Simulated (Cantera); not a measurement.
A perfectly stirred reactor is fed with CH₄ : CO : O₂ : N₂ : H₂O = 1 : 0.16 : 2.74 : 17.2 : 5 (molar parts), at 0.987 atm; it is adiabatic with a 573 K inlet, and is followed from long to short residence time, starting on the burning branch (τ in s: 0.19, 0.068, 0.024, 0.0084, 0.003, 0.001, 0.00037, 0.00013, 4.6e-05, 1.6e-05).

Cantera simulation using GRI-Mech 3.0 (53 species, 325 reactions); the numbers are that mechanism's predictions, not measurements.

Predict: blow-out, bracketed by the residence times tried; x(CH₄) at τ = 0.190 s; x(CO) at τ = 0.190 s; x(O₂) at τ = 0.190 s; x(H₂) at τ = 0.190 s; x(CO₂) at τ = 0.190 s; x(CH₄) at τ = 1.00 ms; x(CO) at τ = 1.00 ms; x(O₂) at τ = 1.00 ms.


```
Quantity                                                                       Value
------------------------------------------------  ----------------------------------
blow-out, bracketed by the residence times tried  burning at 8.40 ms, out at 3.00 ms
x(CH₄) at τ = 0.190 s                                                        2.02e-5
x(CO) at τ = 0.190 s                                                        0.000255
x(O₂) at τ = 0.190 s                                                          0.0255
x(H₂) at τ = 0.190 s                                                        0.000143
x(CO₂) at τ = 0.190 s                                                         0.0443
x(CH₄) at τ = 1.00 ms                                                         0.0383
x(CO) at τ = 1.00 ms                                                         0.00613
x(O₂) at τ = 1.00 ms                                                           0.105
```
